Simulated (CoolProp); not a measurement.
Vapour-liquid equilibrium of acetone (1) + p-xylene (2) at 195.85 °C; x and y are mole fractions of (1).

Model: multi-fluid Helmholtz-energy mixture model, Lemmon 2006 and Zhou 2012; pair parameters Bell 2016, in CoolProp.

```csv
x,"bubble pressure, mixture model (MPa)","bubble pressure, Raoult's law (MPa)","y, mixture model","y, Raoult's law"
0.05,0.5167,0.4907,0.268,0.263
0.125,0.7039,0.6556,0.473,0.492
0.2,0.8751,0.8206,…,0.629
0.275,1.034,0.9855,0.662,0.720
0.35,1.185,1.150,…,0.785
0.425,1.331,1.315,0.761,0.834
0.5,1.475,1.480,0.798,0.871
0.575,1.620,1.645,0.831,0.902
0.65,…,1.810,0.861,0.926
0.725,1.923,1.975,0.890,0.947
0.8,…,2.140,0.919,0.964
0.875,…,2.305,0.948,0.979
0.95,…,2.470,0.979,0.992
```

**Question.** Some entries are withheld; supply them.

**Answer.** 
- 0.2, y, mixture model: 0.587
- 0.35, y, mixture model: 0.717
- 0.65, bubble pressure, mixture model (MPa): 1.769
- 0.8, bubble pressure, mixture model (MPa): 2.086
- 0.875, bubble pressure, mixture model (MPa): 2.260
- 0.95, bubble pressure, mixture model (MPa): 2.447

The largest gap from Raoult's law is +7.4 % in bubble pressure, at x = 0.125. No azeotrope shows between x = 0.05 and 0.95.

The pair parameters rest on a limited set of measurements; away from them the model extrapolates. The gap from Raoult's law changes sign with composition, which may be real or a fault of the pair parameters; it wasn't checked against measurements.
